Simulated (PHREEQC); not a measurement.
A solution holds 0.0067 mol/kgw ZnI2, at 94 °C. Closed to the air; pH follows from the charge balance.

All values are PHREEQC results (ion-association model, wateq4f.dat), not measurements.

Each row changes one thing in this solution. This is a speciation only: nothing precipitates in the calculation.

```tsv
case	pH	ionic strength (mol/kgw)
as made	4.77	0.0201
0.0038 mol/kgw HF added	3.12	0.0208
ZnI2 replaced by KI at the same molality	6.18	0.00670
temperature from 94 to 70 °C	5.04	0.0201
0.00065 mol/kgw Ag2SO4 added	4.80	0.0212
ZnI2 from 0.0067 to 0.0335 mol/kgw	4.51	0.101
0.00024 mol/kgw KF added	4.91	0.0203
0.0005 mol/kgw TMAH added	6.21	0.0196
ZnI2 from 0.0067 to 0.00134 mol/kgw	5.06	0.00401
```

Species that the database lacks are ignored. Some of these states are supersaturated (in Iodyrite, Zincite(c) (slow to form), for instance). Constants without temperature data keep their 25 °C values here.
